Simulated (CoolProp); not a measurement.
Values from CoolProp's reference Helmholtz-energy equation of state, Lemmon and Jacobsen 2000.

Question: Give the vapour pressure (bar), liquid density (kg/m³), enthalpy of vaporisation (kJ/kg), liquid viscosity (µPa s) of saturated R143a at -73.55, -19.05, 13.55 °C.

Answer: 
```tsv
T (°C)	p (bar)	liquid density (kg/m³)	enthalpy of vaporisation (kJ/kg)	liquid viscosity (µPa s)
-73.55	0.240	1240	244	287
-19.05	3.26	1090	205	168
13.55	9.25	976	173	125
```

Viscosity comes from a separate model (Klein 1997), an estimate that may be off by 10 % or more.
